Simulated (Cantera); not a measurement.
Charge: 1 mol SiH4, 0.013 mol C3H8, 1.4 mol H2, held at 1750 °C and 0.610 bar.

Method: chemical equilibrium by Gibbs-energy minimisation in Cantera with the NASA 1993 tables (ideal gas, pure condensed phases). Candidate condensed phases: C, C6H6, C7H8, C8H18, Si, SiC; 87 gas species. Mutual solubility and eutectic melting of coexisting phases are not modelled. Gases not in the tables: Si2H6 and higher silanes. Equilibrium is a limit: real reactors are often held back by kinetics, nucleation or transport.

Base state: H2 0.997, H 0.00243, SiH2 0.000121, Si 9.33e-5, SiH 4.68e-5, CH4 1.45e-5 (mole fractions); condensed: Si(l) + SiC(s).

Task: What changes in the equilibrium state with this change: temperature from 1750 °C to 1477 °C?

Result: 
| species | before | after |
|---|---|---|
| H2 | 0.997 | 1.000 |
| H | 0.00243 | 0.000298 |
| SiH2 | 0.000121 | 2.08e-5 |
| Si | 9.33e-5 | 2.46e-6 |
| SiH | 4.68e-5 | 2.54e-6 |
| CH4 | 1.45e-5 | 1.06e-5 |
| Si(l), mol | 0.960 | 0.961 |
| SiC(s), mol | 0.0389 | 0.0390 |

Task: What changes in the equilibrium state with this change: pressure from 0.610 bar to 0.133 bar?

Result: 
```
species       before     after
-----------  -------  --------
H2             0.997     0.994
H            0.00243   0.00519
Si           9.33e-5  0.000427
CH4          1.45e-5   3.14e-6
Si2C         2.81e-6   1.29e-5
SiH          4.68e-5   9.99e-5
Si(l), mol     0.960     0.959
SiC(s), mol   0.0389    0.0389
```

Task: What changes in the equilibrium state with this change: temperature from 1750 °C to 677 °C?

Result: 
```tsv
species	before	after
H2	0.997	1.000
CH4	1.45e-5	2.51e-5
H	0.00243	<1e-9
SiH2	0.000121	<1e-9
Si	9.33e-5	<1e-9
SiH	4.68e-5	<1e-9
Si(l), mol	0.960	0
SiC(s), mol	0.0389	0.0389
Si(s), mol	0	0.961
```
